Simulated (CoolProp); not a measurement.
Properties of propylene glycol along the isotherm 618.8 K (Tc = 674.0 K, pc = 7292 kPa, ω = 0.327).

Computed with CoolProp (reference Helmholtz-energy equation of state, Eisenbach 2021).

| p (kPa) | phase | density (kg/m³) | cv (kJ/(kg K)) | expansivity (1/kK) |
|---|---|---|---|---|
| 405 | gas | 6.149 | ? | 1.794 |
| 810 | gas | 12.65 | 2.905 | 2.006 |
| 1220 | gas | 19.66 | ? | ? |
| 1620 | gas | ? | 2.934 | 2.580 |
| 2030 | gas | ? | 2.952 | 2.990 |
| 2430 | gas | 43.91 | 2.972 | 3.521 |
| 2840 | gas | 53.98 | 2.995 | 4.285 |
| 3240 | liquid | ? | 3.287 | 3.734 |
| 3650 | liquid | ? | 3.284 | 3.629 |

Question: Fill in the missing entries.

Answer: 
- 405, cv (kJ/(kg K)): 2.892
- 1220, cv (kJ/(kg K)): 2.919
- 1220, expansivity (1/kK): 2.266
- 1620, density (kg/m³): 27.00
- 2030, density (kg/m³): 35.15
- 3240, density (kg/m³): 670.7
- 3650, density (kg/m³): 673.1
